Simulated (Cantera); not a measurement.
What does this Cantera script print?

```python
import numpy as np
import cantera as ct

gas_names = """
    H HO2 H2 H2O H2O2 O OH O2 O3 Ta TaO TaO2
""".split()
cond_names = """
    H2O(s) H2O(L) Ta(cr) Ta(L) Ta2O5(s) Ta2O5(L)
""".split()


# ... load() reads the species with a 1 bar reference pressure and builds the phases ...
atoms = {
    'Ta': {'Ta': 1},
    'H2O': {'H': 2, 'O': 1},
}
top_T = {}  # K; cautious upper limits of use, not melting points


# ... equilibrate(T, P, feed) seeds the gas with the atoms and calls Mixture.equilibrate('TP', solver="vcs", rtol=1e-11, max_steps=5000) ...
results = []
feed = {'Ta': 1, 'H2O': 0.85}  # mol
P = 0.56  # Pa
for T in [2200, 2250, 2300, 2350, 2400, 2450, 2500, 2550]:
    mix = equilibrate(T, P, feed)
    results.append((T, P, feed, dict(zip(mix.species_names, mix.species_moles))))
    x = sorted(zip(gas.X, gas.species_names), reverse=True)
    print(f"T = {T:g} K  P = {P:g} Pa  gas = {mix.phase_moles(0):.4g} mol")
    print("   x: " + "  ".join(f"{s} {v:.3e}" for v, s in x if v > 0.001))
    print("   condensed (mol): " + ("  ".join(f"{mix.phase(i).name} {mix.phase_moles(i):.4g}"
          for i in range(1, mix.n_phases) if mix.phase_moles(i) > 1e-12) or "none"))
```

Output:

```
T = 2200 K  P = 0.56 Pa  gas = 2.117 mol
   x: H 6.526e-01  TaO 1.424e-01  TaO2 1.293e-01  H2 7.518e-02
   condensed (mol): Ta(cr) 0.4248
T = 2250 K  P = 0.56 Pa  gas = 2.222 mol
   x: H 6.731e-01  TaO 1.787e-01  TaO2 1.016e-01  H2 4.600e-02
   condensed (mol): Ta(cr) 0.3771
T = 2300 K  P = 0.56 Pa  gas = 2.31 mol
   x: H 6.804e-01  TaO 2.153e-01  TaO2 7.593e-02  H2 2.768e-02
   condensed (mol): Ta(cr) 0.3271
T = 2350 K  P = 0.56 Pa  gas = 2.382 mol
   x: H 6.802e-01  TaO 2.486e-01  TaO2 5.363e-02  H2 1.666e-02
   condensed (mol): Ta(cr) 0.2799
T = 2400 K  P = 0.56 Pa  gas = 2.438 mol
   x: H 6.770e-01  TaO 2.758e-01  TaO2 3.590e-02  H2 1.015e-02  O 1.062e-03
   condensed (mol): Ta(cr) 0.2401
T = 2450 K  P = 0.56 Pa  gas = 2.478 mol
   x: H 6.736e-01  TaO 2.958e-01  TaO2 2.304e-02  H2 6.295e-03  O 1.237e-03
   condensed (mol): Ta(cr) 0.21
T = 2500 K  P = 0.56 Pa  gas = 2.504 mol
   x: H 6.708e-01  TaO 3.092e-01  TaO2 1.438e-02  H2 3.987e-03  O 1.401e-03
   condensed (mol): Ta(cr) 0.1891
T = 2550 K  P = 0.56 Pa  gas = 2.522 mol
   x: H 6.689e-01  TaO 3.177e-01  TaO2 8.866e-03  H2 2.575e-03  O 1.555e-03
   condensed (mol): Ta(cr) 0.1753
```

These are equilibrium values from Cantera (NASA tables, ideal gas, pure condensed phases), not measurements of a reactor. Condensed phases not in the tables: N, O or C dissolved in the metal.
